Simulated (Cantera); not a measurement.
**Ignition delay**

Mixture: CH4 : CO : O2 : N2 = 1 : 0.82 : 3.44 : 12.9 (molar parts), equivalence ratio 0.70, at 6.20 bar, adiabatic and at constant pressure. Ignition delay is the time to a rise of 400 K.

Detailed kinetics in Cantera: GRI-Mech 3.0 (53 species, 325 reactions).

```
T0 (K)  delay (ms)
------  ----------
1198          9.56
1248          4.74
1298          2.45
1348          1.32
1398         0.736
1448         0.425
1498         0.254
1548         0.157
```

```yaml
apparent activation energy between 1448 and 1548 K: 190 kJ/mol
```
